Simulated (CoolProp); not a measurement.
Properties of R1234ze(Z) along the isotherm 8.85 °C (Tc = 150.1 °C, pc = 3531 kPa, ω = 0.327).

Model: reference Helmholtz-energy equation of state, Akasaka 2019, in CoolProp.

| p (kPa) | phase | density (kg/m³) | cp (kJ/(kg K)) | Joule-Thomson coefficient (K/MPa) |
|---|---|---|---|---|
| 55.8 | gas | [?] | 0.8169 | [?] |
| 115 | liquid | [?] | 1.230 | -0.2820 |
| 235 | liquid | 1267 | 1.230 | [?] |
| 483 | liquid | 1267 | [?] | -0.2841 |
| 993 | liquid | 1269 | [?] | -0.2871 |
| 2040 | liquid | 1272 | 1.224 | -0.2929 |
| 4190 | liquid | [?] | 1.218 | -0.3040 |
| 8600 | liquid | 1289 | 1.206 | -0.3234 |

What belongs in the gaps?


- 55.8, density (kg/m³): 2.790
- 55.8, Joule-Thomson coefficient (K/MPa): 49.25
- 115, density (kg/m³): 1266
- 235, Joule-Thomson coefficient (K/MPa): -0.2827
- 483, cp (kJ/(kg K)): 1.229
- 993, cp (kJ/(kg K)): 1.227
- 4190, density (kg/m³): 1278
